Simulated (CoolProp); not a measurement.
Saturation properties of propane.

Computed with CoolProp (reference Helmholtz-energy equation of state, Lemmon 2009).

```
T (°C)  p (MPa)  liquid density (kg/m³)  vapour Z  liquid viscosity (µPa s)
------  -------  ----------------------  --------  ------------------------
-76.95  0.01592                   619.5    0.9903                       303
-72.45  0.02107                   614.7    0.9881                       285
-67.85  0.02767                   609.7    0.9854                       269
-63.25  0.03584                   604.7    0.9823                       254
-58.75  0.04559                   599.7    0.9790                       240
-54.15  0.05765                   594.6    0.9751                       227
-49.55  0.07210                   589.4    0.9707                       215
-45.05  0.08885                   584.3    0.9660                       204
-40.45   0.1090                   579.0    0.9607                       194
-35.85   0.1325                   573.6    0.9549                       184
-31.35   0.1591                   568.3    0.9486                       175
-26.75   0.1904                   562.7    0.9417                       166
-22.15   0.2261                   557.1    0.9343                       158
-17.65   0.2659                   551.5    0.9264                       151
-13.05   0.3117                   545.7    0.9178                       144
```

It boils at -42.1 °C under 1 atm.

Viscosity comes from a separate model (Vogel 1998).
